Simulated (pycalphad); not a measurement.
Computed with pycalphad from the COST 507 light-alloy database (1999), at 1 atm. No gas phase is included, though pure Al would boil below 2850 K. The data set is of 1999 and partly superseded. Phase fractions are per mole of atoms. Diffusion is slow at the low end, where real alloys seldom reach equilibrium.

Question: Give the equilibrium state of Al-80.5C (at.%) at 1150 K.

Answer: graphite, fraction 0.659, with 100 C at.%; AL4C3, fraction 0.341, with 42.9 C at.%.

Question: Give the equilibrium state of Al-80.5C (at.%) at 2850 K.

Answer: graphite, fraction 0.699, with 100 C at.%; liquid, fraction 0.301, with 35.3 C at.%.

Database names, with the compositions (at.%) that they take in these runs: AL4C3: Al 57 C 43.
